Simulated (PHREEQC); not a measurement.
A column of 0.1 m (30 cells, dispersivity 0.008 m, 300 s a shift, diffusion coefficient 3e-10 m²/s) holds 0.0052 eq of the database's cation exchanger X per kg of pore water, first in equilibrium with 0.018 mol/kgw CaCl2, 0.056 mol/kgw SrCl2 and 1e-05 mol/kgw HCl. It is flushed with 0.00018 mol/kgw PbCl2, 0.0086 mol/kgw LiCl and 1e-05 mol/kgw HCl, at 15 °C. Values are for the last cell. The system is closed to CO2. Nothing may precipitate in this run.

All values are PHREEQC results (ion-association model, phreeqc.dat), not measurements.

```csv
pore volumes,Li in solution (mol/kgw),Pb in solution (mol/kgw),Ca in solution (mol/kgw)
0,0,0,0.0180
0.2833,3.47e-6,5.37e-8,0.0180
0.6833,0.00177,2.89e-5,0.0142
0.95,0.00438,6.07e-5,0.00860
1.217,0.00632,6.48e-5,0.00440
1.617,0.00765,3.88e-5,0.00140
1.883,0.00795,2.28e-5,0.000655
2.15,0.00808,1.33e-5,0.000328
2.417,0.00816,8.48e-6,0.000187
2.817,0.00827,5.39e-6,0.000104
3.083,0.00835,4.49e-6,8.07e-5
3.35,0.00841,4.00e-6,6.72e-5
3.75,0.00848,3.64e-6,5.55e-5
4.017,0.00852,3.56e-6,5.08e-5
```
